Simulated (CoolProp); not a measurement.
A simple Rankine cycle with hexamethyldisiloxane (MM): condensing at 321.15 K, boiler at 0.362 MPa, turbine inlet 574.7 K, turbine efficiency 0.85, pump efficiency 0.6, no recuperator. Each further row changes one setting.

The numbers come from the reference Helmholtz-energy equation of state, Thol 2016 in CoolProp.

```json
[
 {"case": "as stated", "thermal efficiency (%)": "10.6", "net work (kJ/kg)": "[?]", "heat in (kJ/kg)": "690", "turbine exit temperature (K)": "538.0", "volume ratio over the turbine": "22.0"},
 {"case": "turbine inlet 594.7 K", "thermal efficiency (%)": "10.3", "net work (kJ/kg)": "75.6", "heat in (kJ/kg)": "734", "turbine exit temperature (K)": "557.5", "volume ratio over the turbine": "21.9"},
 {"case": "condensing temperature 313.15 K", "thermal efficiency (%)": "11.5", "net work (kJ/kg)": "[?]", "heat in (kJ/kg)": "[?]", "turbine exit temperature (K)": "534.1", "volume ratio over the turbine": "30.9"},
 {"case": "boiler pressure 0.253 MPa", "thermal efficiency (%)": "9.4", "net work (kJ/kg)": "[?]", "heat in (kJ/kg)": "691", "turbine exit temperature (K)": "542.5", "volume ratio over the turbine": "15.3"},
 {"case": "turbine efficiency 0.75", "thermal efficiency (%)": "9.3", "net work (kJ/kg)": "64.2", "heat in (kJ/kg)": "690", "turbine exit temperature (K)": "542.1", "volume ratio over the turbine": "22.1"}
]
```

Problem. Some entries are withheld; supply them.

Solution. 
- as stated, net work (kJ/kg): 72.8
- condensing temperature 313.15 K, net work (kJ/kg): 80.8
- condensing temperature 313.15 K, heat in (kJ/kg): 705
- boiler pressure 0.253 MPa, net work (kJ/kg): 65.2
